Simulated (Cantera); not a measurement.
Input (Python, Cantera):

```python
import numpy as np
import cantera as ct

surf = ct.Interface("diamond.yaml", "diamond_100")
gas, bulk = surf.adjacent["gas"], surf.adjacent["diamond"]
k = surf.kinetics_species_index(bulk.species_names[0])
cover = ["c6HH", "c6H*", "c6*H", "c6**", "c6HM", "c6B"]

rows, drift = [], 0.0
print(f"{'T':>10s}{'um/h':>11s}" + "".join(f"{s:>11s}" for s in cover))
for v in [950, 1000, 1050, 1100, 1150, 1200, 1250, 1300, 1350, 1400]:
    T, P, xH, xCH3 = v, 2500, 0.043, 3.9e-05
    gas.TPX = T, P, {"H": xH, "CH3": xCH3, "CH4": 0.0023, "H2": 1 - xH - xCH3 - 0.0023}
    surf.TP = bulk.TP = T, P
    surf.coverages = "c6H*:0.1, c6HH:0.9"
    surf.advance_coverages(100.0)
    before = surf.coverages
    surf.advance_coverages(100.0)
    drift = max(drift, np.max(np.abs(surf.coverages - before) / (surf.coverages + 1e-9)))
    rate = surf.net_production_rates[k] * bulk.mean_molecular_weight / bulk.density * 3.6e9
    rows.append([rate, *surf[cover].coverages])
    print(f"{v:10.4g}{rate:11.4e}" + "".join(f"{x:11.3e}" for x in rows[-1][1:]))
```

Result:

```
         T       um/h       c6HH       c6H*       c6*H       c6**       c6HM        c6B
       950 4.0563e-01  6.428e-01  1.434e-02  3.353e-01  6.759e-03  6.129e-04  1.101e-09
      1000 5.1508e-01  5.961e-01  1.854e-02  3.748e-01  9.852e-03  4.927e-04  1.398e-09
      1050 6.2654e-01  5.519e-01  2.317e-02  4.105e-01  1.379e-02  3.951e-04  1.700e-09
      1100 7.1921e-01  5.107e-01  2.814e-02  4.421e-01  1.863e-02  3.094e-04  1.952e-09
      1150 7.5364e-01  4.724e-01  3.336e-02  4.694e-01  2.442e-02  2.267e-04  2.045e-09
      1200 6.9203e-01  4.373e-01  3.872e-02  4.925e-01  3.116e-02  1.467e-04  1.878e-09
      1250 5.5642e-01  4.052e-01  4.415e-02  5.117e-01  3.883e-02  8.095e-05  1.510e-09
      1300 4.2581e-01  3.759e-01  4.956e-02  5.270e-01  4.741e-02  3.902e-05  1.155e-09
      1350 3.4959e-01  3.493e-01  5.489e-02  5.390e-01  5.681e-02  1.743e-05  9.486e-10
      1400 3.2259e-01  3.251e-01  6.008e-02  5.478e-01  6.697e-02  7.557e-06  8.754e-10
```

Detailed kinetics in Cantera: the Harris–Goodwin 1993 mechanism for the reconstructed diamond (100) surface.
